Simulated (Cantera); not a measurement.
A Cantera script and what it prints.

```python
import numpy as np
import cantera as ct

gas_names = """
    AL ALBr ALBr3 ALH ALO ALOH ALO2 ALO2H AL2 AL2Br6 AL2O AL2O2 Br Br2 H HALO HBr HO2 H2 H2O H2O2 O OH
    O2 O3
""".split()
cond_names = """
    AL(cr) AL(L) ALBr3(s) ALBr3(L) AL2O3(a) AL2O3(L) Br2(cr) Br2(L) H2O(s) H2O(L)
""".split()


# ... load() reads the species with a 1 bar reference pressure and builds the phases ...
atoms = {
    'AlBr3': {'AL': 1, 'Br': 3},
    'O2': {'O': 2},
    'H2': {'H': 2},
}
top_T = {}  # K; cautious upper limits of use, not melting points


# ... equilibrate(T, P, feed) seeds the gas with the atoms and calls Mixture.equilibrate('TP', solver="vcs", rtol=1e-11, max_steps=5000) ...
results = []
T = 2200  # K
P = 13332.2  # Pa
for m in [0.4, 0.46, 0.53, 0.62, 0.71, 0.83, 0.96, 1.1, 1.3, 1.5, 1.7, 2, 2.3]:
    feed = {'AlBr3': 1, 'O2': m, 'H2': 18}  # mol
    mix = equilibrate(T, P, feed)
    results.append((T, P, feed, dict(zip(mix.species_names, mix.species_moles))))

top = {s: max(r[3][s] / sum(r[3][g] for g in gas_names) for r in results) for s in gas_names}
cols = sorted((s for s in top if top[s] > 0.001), key=lambda s: -top[s])[:6]
seen = [c for c in cond_names if any(r[3].get(c, 0) > 1e-12 for r in results)]
print("log10 of partial pressures in bar; condensed amounts in mol")
print(f"{'n(O2)':>10s}" + "".join(f"{s[:9]:>10s}" for s in cols + seen))
for T, P, feed, n in results:
    ng = sum(n[g] for g in gas_names)
    print(f"{feed['O2']:10.4g}" + "".join(f"{np.log10(max(n[s] / ng * P / 1e5, 1e-99)):10.3f}" for s in cols)
          + "".join(f"{n.get(c, 0):10.4g}" for c in seen))
```

Output:

```
log10 of partial pressures in bar; condensed amounts in mol
     n(O2)        H2       H2O       HBr        Br      ALBr         H  AL2O3(a)
       0.4    -0.953    -3.588    -1.888    -2.444    -2.497    -2.726    0.2529
      0.46    -0.953    -3.531    -1.874    -2.431    -2.569    -2.726    0.2912
      0.53    -0.954    -3.453    -1.859    -2.415    -2.671    -2.726    0.3351
      0.62    -0.954    -3.326    -1.840    -2.397    -2.844    -2.727    0.3893
      0.71    -0.956    -3.150    -1.825    -2.380    -3.093    -2.727    0.4376
      0.83    -0.959    -2.829    -1.812    -2.366    -3.565    -2.729    0.4789
      0.96    -0.965    -2.531    -1.808    -2.359    -4.015    -2.732    0.4924
       1.1    -0.972    -2.325    -1.808    -2.355    -4.330    -2.735    0.4963
       1.3    -0.983    -2.133    -1.809    -2.351    -4.630    -2.741    0.4981
       1.5    -0.994    -2.000    -1.810    -2.346    -4.842    -2.746    0.4988
       1.7    -1.005    -1.897    -1.811    -2.342    -5.008    -2.752    0.4992
         2    -1.023    -1.779    -1.813    -2.335    -5.206    -2.761    0.4994
       2.3    -1.041    -1.685    -1.815    -2.328    -5.366    -2.770    0.4996
```

Method: chemical equilibrium by Gibbs-energy minimisation in Cantera with the NASA 1993 tables (ideal gas, pure condensed phases). The tables' values for AlOH are old estimates; treat these amounts as uncertain. Gases not in the tables: Al(OH)3.
